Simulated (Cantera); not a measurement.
An isothermal, constant-pressure homogeneous reactor starts with CH₄ : H₂O = 1 : 0.35 (molar parts), at 1225 K and 5550 Torr. Integrator tolerance rtol = 1e-08.

Detailed kinetics in Cantera: GRI-Mech 3.0 (53 species, 325 reactions). GRI-Mech 3.0 stops at C3 and has no aromatics, soot or wall deposition, so with more carbon than oxygen in the feed, carbon stays in small species such as C2H2 where larger ones or solid carbon would form.

**Question.** What does this change do: temperature 1225 to 1698 K?

**Answer.** 
```json
[
 {"quantity": "x(CH₄) at 4.00 s", "before": "0.726 (gas-phase equilibrium 0.318)", "after": "0.124 (gas-phase equilibrium 0.124)"},
 {"quantity": "x(H₂O) at 4.00 s", "before": "0.258 (gas-phase equilibrium 0.000981)", "after": "5.39e-5 (gas-phase equilibrium 9.59e-6)"},
 {"quantity": "x(CH₃) at 4.00 s", "before": "2.03e-6 (gas-phase equilibrium 9.86e-7)", "after": "0.000166 (gas-phase equilibrium 0.000166)"},
 {"quantity": "x(CO₂) at 4.00 s", "before": "6.88e-8 (gas-phase equilibrium 0.000222)", "after": "3.59e-6 (gas-phase equilibrium 6.36e-7)"},
 {"quantity": "x(C₂H₄) at 4.00 s", "before": "0.00351 (gas-phase equilibrium 0.000414)", "after": "0.0144 (gas-phase equilibrium 0.0144)"},
 {"quantity": "x(O₂) at 4.00 s", "before": "<1e-12 (gas-phase equilibrium <1e-12)", "after": "<1e-12 (gas-phase equilibrium <1e-12)"},
 {"quantity": "x(CH₂O) at 4.00 s", "before": "6.07e-8 (gas-phase equilibrium 3.10e-7)", "after": "3.01e-7 (gas-phase equilibrium 3.01e-7)"}
]
```
